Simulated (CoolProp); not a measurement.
Computed with CoolProp (reference Helmholtz-energy equation of state, Leachman 2009).

Task: For normal hydrogen, give the phase and the Joule-Thomson coefficient (K/MPa) at 108.3 K and 0.101 MPa; 207.4 K and 0.101 MPa.

Result: 
- 108.3 K and 0.101 MPa: gas; Joule-Thomson coefficient 1.09
- 207.4 K and 0.101 MPa: gas; Joule-Thomson coefficient -0.0331
